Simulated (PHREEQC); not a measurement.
**Phosphoric acid bath**

Dissolve 55 mmol/kgw H3PO4 and 110 mmol/kgw HCl at 20 °C. Closed to the air; pH follows from the charge balance.

Equilibrium calculation in PHREEQC: ion-association model, wateq4f.dat.

No solid was allowed to form.

Question: Estimate the pH.

Answer: pH 1.02.

Question: In which forms is P present?

Answer: H3PO4 91 %, H2PO4- 9.1 % of the P.

Complexes and solids missing from the database can't appear. H3PO4, which wateq4f.dat lacks, is added to it with the constant of phreeqc.dat.
